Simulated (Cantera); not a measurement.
## Diamond growth

A diamond (100) surface in a fixed gas of H2 with x(CH4) = 0.0032, x(H) = 0.028, x(CH3) = 9.5e-05, 36.0 Torr; coverages are run to steady state.

Detailed kinetics in Cantera: the Harris–Goodwin 1993 mechanism for the reconstructed diamond (100) surface.

| T (K) | growth (µm/h) | θ c6HH | θ c6H* | θ c6*H | θ c6** | θ c6HM |
|---|---|---|---|---|---|---|
| 925 | 1.65 | 0.665 | 0.0124 | 0.313 | 0.00549 | 0.00256 |
| 975 | 2.15 | 0.618 | 0.0164 | 0.355 | 0.00818 | 0.00205 |
| 1025 | 2.68 | 0.573 | 0.0208 | 0.392 | 0.0117 | 0.00165 |
| 1075 | 3.19 | 0.530 | 0.0256 | 0.426 | 0.0160 | 0.00132 |
| 1125 | 3.57 | 0.491 | 0.0307 | 0.456 | 0.0213 | 0.00103 |
| 1175 | 3.61 | 0.454 | 0.0360 | 0.481 | 0.0275 | 0.000734 |
| 1225 | 3.20 | 0.421 | 0.0414 | 0.502 | 0.0347 | 0.000460 |
| 1275 | 2.53 | 0.391 | 0.0469 | 0.519 | 0.0427 | 0.000247 |
| 1325 | 1.97 | 0.363 | 0.0522 | 0.533 | 0.0515 | 0.000117 |
| 1375 | 1.67 | 0.338 | 0.0575 | 0.543 | 0.0611 | 5.26e-5 |
θ: site fractions in the mechanism's names (c6HH fully hydrogenated, c6H* and c6*H radical sites, c6** diradical, c6HM methylated).
